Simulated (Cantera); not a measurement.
**Premixed flame**

A freely propagating, adiabatic, planar premixed flame of H2 : O2 : N2 = 1 : 0.455 : 1.71 (molar parts), unburnt at 675 K and 263 Torr; unity-Lewis-number transport, grid criteria slope 0.08 and curve 0.16, no radiation.

Computed with Cantera and the H2/O2 subset of GRI-Mech 3.0, which has no nitrogen chemistry. Unity Lewis numbers drop preferential diffusion, which matters most where H2 and H carry the flame. Burning velocities carry a grid error of a few per cent, more on coarse grids.

```
z (mm)  T (K)  u (m/s)    x H2    x O2   x H2O2    x HO2       x O      x H
------  -----  -------  ------  ------  -------  -------  --------  -------
-4.38     675     5.70   0.316   0.144    <1e-8    <1e-8     <1e-8    <1e-8
-2.92     675     5.70   0.316   0.144    <1e-8    <1e-8     <1e-8    <1e-8
-2.19     675     5.70   0.316   0.144    <1e-8  1.53e-8     <1e-8    <1e-8
-1.46     675     5.70   0.316   0.144    <1e-8  5.70e-7     <1e-8  1.42e-8
-0.731    684     5.78   0.315   0.143  4.09e-7  5.59e-5   6.47e-6  7.84e-5
-0.365    820     6.87   0.292   0.133  1.01e-6  6.73e-5  0.000416  0.00582
0        1239     10.1   0.146  0.0702  1.64e-6  2.61e-5   0.00785   0.0680
0.365    1507     12.1  0.0649  0.0308  1.40e-6  9.73e-6    0.0149   0.0941
0.731    1638     13.0  0.0615  0.0255  9.11e-7  6.97e-6    0.0150   0.0831
1.46     1791     14.0  0.0632  0.0223  4.91e-7  5.13e-6    0.0134   0.0672
2.92     1958     15.1  0.0633  0.0188  2.58e-7  3.66e-6    0.0111   0.0514
5.84     2123     16.2  0.0614  0.0152  1.49e-7  2.57e-6   0.00838   0.0372
11.7     2279     17.2  0.0575  0.0116  1.03e-7  1.88e-6   0.00576   0.0255
```
x: mole fraction of selected species; z is measured from the peak of heat release.

The laminar burning velocity is 570 cm/s and the thermal thickness comes out as 1.46 mm. The peak x(H2O2) comes out as 1.75e-6 and the peak x(HO2) is 8.31e-5. The peak x(O) comes out as 0.0153 and the peak x(H) comes out as 0.0950.
